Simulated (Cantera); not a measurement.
Low-pressure radical oxidation in H2/O2

An isothermal, constant-pressure homogeneous reactor starts with H2 : O2 = 0.0096 : 2.2 (molar parts), equivalence ratio 0.0022, at 1150 K and 20.0 Torr.

Detailed kinetics in Cantera: GRI-Mech 3.0 (53 species, 325 reactions). Radical loss at walls, strong at low pressure, is not modelled.

| t (s) | x H2 | x O2 | x H | x H2O2 | x OH |
|---|---|---|---|---|---|
| 1.00e-6 | 0.00434 | 0.996 | 2.90e-12 | <1e-12 | <1e-12 |
| 3.32e-6 | 0.00434 | 0.996 | 9.23e-12 | <1e-12 | <1e-12 |
| 1.10e-5 | 0.00434 | 0.996 | 2.68e-11 | <1e-12 | 5.90e-12 |
| 3.67e-5 | 0.00434 | 0.996 | 6.01e-11 | <1e-12 | 4.89e-11 |
| 0.000122 | 0.00434 | 0.996 | 9.39e-11 | <1e-12 | 2.81e-10 |
| 0.000405 | 0.00434 | 0.996 | 1.76e-10 | <1e-12 | 1.31e-9 |
| 0.00135 | 0.00434 | 0.996 | 8.92e-10 | 1.19e-12 | 9.96e-9 |
| 0.00447 | 0.00434 | 0.996 | 1.10e-7 | 1.78e-11 | 1.31e-6 |
| 0.0149 | 6.59e-5 | 0.992 | 0.000119 | 3.44e-8 | 0.000407 |
| 0.0494 | 5.94e-6 | 0.993 | 4.77e-5 | 1.62e-8 | 0.000237 |
| 0.164 | 2.32e-6 | 0.995 | 1.17e-5 | 1.40e-8 | 0.000149 |
| 0.545 | 4.58e-7 | 0.995 | 1.05e-6 | 8.66e-9 | 6.70e-5 |
| 1.81 | 6.09e-8 | 0.996 | 5.34e-8 | 2.82e-9 | 2.49e-5 |
| 6.02 | 8.19e-9 | 0.996 | 2.74e-9 | 5.72e-10 | 9.27e-6 |
| 20.0 | 1.38e-9 | 0.996 | 1.96e-10 | 1.13e-10 | 3.85e-6 |
x: mole fraction; the columns are a selection and need not sum to one.

Equilibrium at this temperature and pressure: H2 1.16e-10, O2 0.996, H 4.94e-12, H2O2 1.07e-11, OH 1.13e-6 (gas phase only).
